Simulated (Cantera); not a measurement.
Charge: 1 mol Si, 0.54 mol HCl, 2.9 mol H₂, held at 1423.15 K and 1.00 bar.

Equilibrium computed with Cantera from the NASA thermochemical tables; the gas is ideal and each condensed phase is pure. Candidate condensed phases: Si; 19 gas species. The tables' values for SiCl₃ are old estimates; treat these amounts as uncertain. Equilibrium is a limit: real reactors are often held back by kinetics, nucleation or transport.

Base state: H₂ 0.897, HCl 0.0690, SiCl₂ 0.0160, SiHCl₃ 0.00599, SiCl₄ 0.00594, SiCl₃ 0.00490, SiH₂Cl₂ 0.000922, SiH₃Cl 4.10e-5 (mole fractions); condensed: Si(s).

**Question.** What changes in the equilibrium state with this change: HCl from 0.54 to 1.4 mol?

**Answer.** 
| species | before | after |
|---|---|---|
| H₂ | 0.897 | 0.821 |
| HCl | 0.0690 | 0.0929 |
| SiCl₂ | 0.0160 | 0.0317 |
| SiCl₄ | 0.00594 | 0.0232 |
| SiCl₃ | 0.00490 | 0.0136 |
| SiHCl₃ | 0.00599 | 0.0159 |
| SiH₂Cl₂ | 0.000922 | 0.00167 |
| SiH₃Cl | 4.10e-5 | 5.05e-5 |
| Si(s), mol | 0.885 | 0.646 |
